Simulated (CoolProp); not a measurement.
Vapour pressure (kPa) of propylene: the reference equation beside estimates from Tc = 91.1 °C, pc = 4555 kPa, ω = 0.146. Clausius-Clapeyron is anchored at -33.05 °C with a constant enthalpy of vaporisation of 17.76 kJ/mol.

Computed with CoolProp (reference Helmholtz-energy equation of state, Lemmon 2013).

```
T (°C)  reference  Lee-Kesler  Clausius-Clapeyron  van der Waals  Redlich-Kwong  Soave-Redlich-Kwong  Peng-Robinson
------  ---------  ----------  ------------------  -------------  -------------  -------------------  -------------
-46.75      105.4           …               109.7          483.9          134.0                104.4          106.0
-42.25      128.5       127.4               131.8          539.9          162.6                127.5          129.0
-37.65      156.1       155.1               157.9          601.4          196.3                155.1          156.4
-33.05      187.9       187.1               187.9          667.5          235.0                187.0          188.1
-28.55      223.7       223.0                   …              …          278.0                222.9          223.6
-23.95      265.3       265.0               260.0          812.0          327.6                264.8          265.1
-19.45      311.6       311.5               302.7          890.5          382.1                311.4              …
-14.85      364.9       365.2                   …          975.7          444.3                365.2          364.1
-10.35      423.3       424.1               405.2           1064          511.9                424.2          422.3
-5.75       490.0       491.3               466.0           1159          588.2                491.8          488.8
-1.25       562.6       564.3               531.9           1258          670.4                565.3          561.2
```

Question: Some entries are withheld; supply them.

Answer: 
- -46.75, Lee-Kesler: 104.3
- -28.55, Clausius-Clapeyron: 221.3
- -28.55, van der Waals: 736.6
- -19.45, Peng-Robinson: 311.0
- -14.85, Clausius-Clapeyron: 351.7

Absolute difference from the reference over all 11 rows, mean and median: Lee-Kesler 0.4 and 0.3 %, Clausius-Clapeyron 2.9 and 2.9 %, van der Waals 220.0 and 206.1 %, Redlich-Kwong 23.3 and 23.5 %, Soave-Redlich-Kwong 0.4 and 0.4 %, Peng-Robinson 0.2 and 0.2 %.
